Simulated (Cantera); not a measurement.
A closed system holds: 1 mol SiC, 0.05 mol Si, 9.5 mol N2, equilibrated at 1627 °C and 5.10 Pa.

These are equilibrium values from Cantera (NASA tables, ideal gas, pure condensed phases), not measurements of a reactor. Candidate condensed phases: C, Si, SiC, Si3N4; 20 gas species. The tables' values for SiN are old estimates; treat these amounts as uncertain. The numbers say what is thermodynamically allowed, not how fast it happens.

Base state: N2 0.990, Si 0.00918, SiC2 0.000232, Si2C 0.000161, SiN 2.18e-5, CN 1.99e-5 (mole fractions); condensed: C(graphite) + SiC(s).

What changes in the equilibrium state with this change: N2 from 9.5 to 0.029 mol?


| species | before | after |
|---|---|---|
| N2 | 0.990 | 0.745 |
| Si | 0.00918 | 0.247 |
| Si2C | 0.000161 | 0.00434 |
| Si3 | 2.30e-8 | 0.000448 |
| Si2 | 2.74e-6 | 0.00199 |
| C(graphite), mol | 0.0375 | 0 |
| SiC(s), mol | 0.956 | 1.000 |
| Si(l), mol | 0 | 0.0399 |
Mutual solubility and eutectic melting of coexisting phases are not modelled.

What changes in the equilibrium state with this change: temperature from 1627 °C to 1677 °C?


```csv
species,before,after
N2,0.990,0.978
Si,0.00918,0.0212
SiC2,0.000232,0.000690
Si2C,0.000161,0.000467
SiN,2.18e-5,4.40e-5
"C(graphite), mol",0.0375,0.154
"SiC(s), mol",0.956,0.828
```
